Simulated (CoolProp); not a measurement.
R1336mzz(Z) along the isobar 3070 kPa: density (kg/m³) from the reference equation and from simpler models built on Tc = 171.3 °C, pc = 2904 kPa, ω = 0.386; each cubic takes its own stable root.

The numbers come from the reference Helmholtz-energy equation of state, McLinden 2020 in CoolProp.

```tsv
T (°C)	phase	reference
3.75	liquid	1427
8.55	liquid	1415
13.25	liquid	1404
17.95	liquid	1392
22.65	liquid	1380
27.35	liquid	1369
32.05	liquid	1357
36.75	liquid	1345
41.45	liquid	1333
46.15	liquid	1320
50.85	liquid	1308
55.55	liquid	1295
60.35	liquid	1282
65.05	liquid	1269
```

### Question
How far does each simpler model (van der Waals, Redlich-Kwong, Soave-Redlich-Kwong, Peng-Robinson) lie from the reference over these 14 states: mean and median of the absolute difference, and the worst?

### Answer
- van der Waals: mean 43.4 %, median 43.4 %, worst -43.9 % at 3.75 °C and 3070 kPa
- Redlich-Kwong: mean 18.8 %, median 18.7 %, worst -19.3 % at 65.05 °C and 3070 kPa
- Soave-Redlich-Kwong: mean 14.4 %, median 14.4 %, worst -14.6 % at 3.75 °C and 3070 kPa
- Peng-Robinson: mean 3.4 %, median 3.3 %, worst -3.8 % at 3.75 °C and 3070 kPa
